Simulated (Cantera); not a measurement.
# Pyrogenic steam for wet oxidation

An isothermal, constant-pressure homogeneous reactor starts with H2 : O2 : N2 = 0.74 : 1 : 3.6 (molar parts), equivalence ratio 0.37, at 1150 K and 0.0987 atm.

Cantera simulation using GRI-Mech 3.0 (53 species, 325 reactions); the numbers are that mechanism's predictions, not measurements. The temperature is held fixed by assumption; the heat of reaction is taken as removed at once.

```tsv
t (s)	x H2	x O2	x N2O	x H2O	x H	x NO
2.00e-6	0.139	0.187	<1e-12	<1e-12	1.30e-10	<1e-12
1.33e-5	0.139	0.187	<1e-12	1.12e-10	8.76e-10	<1e-12
8.81e-5	0.139	0.187	<1e-12	2.13e-8	2.11e-8	<1e-12
0.000585	0.0690	0.156	1.40e-9	0.0499	0.0359	8.60e-8
0.00388	0.00109	0.126	2.67e-8	0.146	0.000939	4.86e-6
0.0258	1.49e-5	0.127	3.62e-8	0.149	1.46e-6	4.85e-6
0.171	6.80e-7	0.127	3.81e-8	0.149	1.99e-8	4.85e-6
1.13	6.94e-8	0.127	3.83e-8	0.149	7.37e-10	4.86e-6
7.53	1.07e-8	0.127	3.44e-8	0.149	4.61e-11	4.86e-6
50.0	5.74e-9	0.127	1.57e-8	0.149	1.81e-11	4.85e-6
```
x: mole fraction; the columns are a selection and need not sum to one.

Equilibrium at this temperature and pressure: H2 5.72e-9, O2 0.127, N2O 2.16e-9, H2O 0.149, H 1.80e-11, NO 9.83e-5 (gas phase only).
